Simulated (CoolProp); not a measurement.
A Linde-Hampson liquefier for ethylene: isothermal reversible compression at 320 K from 1 atm to 10 MPa, throttling to 1 atm, return gas leaving the recuperator 10 K below the feed. Each further row changes one setting.

The numbers come from the reference Helmholtz-energy equation of state, Smukala 2000 in CoolProp.

| case | liquid yield per pass | compression work (kJ/kg of gas) |
|---|---|---|
| as stated | 0.304 | 386 |
| high pressure 20 MPa | 0.403 | 418 |
| warm-end temperature 350 K | 0.182 | 440 |
| warm-end gap 15 K | 0.296 | 386 |
